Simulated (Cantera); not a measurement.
Input (Python, Cantera) and output of one run.

```python
import numpy as np
import cantera as ct

gas_names = """
    N N2 V VN
""".split()
cond_names = """
    V(cr) V(L) VN(s)
""".split()


# ... load() reads the species with a 1 bar reference pressure and builds the phases ...
atoms = {
    'V': {'V': 1},
    'N2': {'N': 2},
}
top_T = {'VN(s)': 2300}  # K; cautious upper limits of use, not melting points


# ... equilibrate(T, P, feed) seeds the gas with the atoms and calls Mixture.equilibrate('TP', solver="vcs", rtol=1e-11, max_steps=5000) ...
results = []
feed = {'V': 1, 'N2': 0.57}  # mol
P = 1300  # Pa
for T in [1648, 1698, 1748, 1798, 1848, 1898, 1948, 1998, 2048, 2098, 2148, 2198, 2248]:
    mix = equilibrate(T, P, feed)
    results.append((T, P, feed, dict(zip(mix.species_names, mix.species_moles))))

top = {s: max(r[3][s] / sum(r[3][g] for g in gas_names) for r in results) for s in gas_names}
cols = sorted((s for s in top if top[s] > 0.0001), key=lambda s: -top[s])[:8]
seen = [c for c in cond_names if any(r[3].get(c, 0) > 1e-12 for r in results)]
print("log10 of partial pressures in bar; condensed amounts in mol")
print(f"{'T/K':>10s}" + "".join(f"{s[:9]:>10s}" for s in cols + seen))
for T, P, feed, n in results:
    ng = sum(n[g] for g in gas_names)
    print(f"{T:10.4g}" + "".join(f"{np.log10(max(n[s] / ng * P / 1e5, 1e-99)):10.3f}" for s in cols)
          + "".join(f"{n.get(c, 0):10.4g}" for c in seen))
```

Result:

```
log10 of partial pressures in bar; condensed amounts in mol
       T/K        N2         V      V(L)     VN(s)
      1648    -1.886   -10.030         0         1
      1698    -1.886    -9.361         0         1
      1748    -1.886    -8.731         0         1
      1798    -1.886    -8.138         0         1
      1848    -1.886    -7.577         0         1
      1898    -1.886    -7.046         0         1
      1948    -1.886    -6.543         0         1
      1998    -1.886    -6.066         0         1
      2048    -1.886    -5.613         0         1
      2098    -1.886    -5.183         0         1
      2148    -1.887    -4.773         0    0.9999
      2198    -1.887    -4.460    0.9985         0
      2248    -1.888    -4.208    0.9973         0
```

Cantera equilibrium calculation (NASA polynomials, part measured and part estimated; ideal gas, pure solids and liquids). VN: taken at fixed stoichiometry. Condensed phases not in the tables: V2N, N, O or C dissolved in the metal.
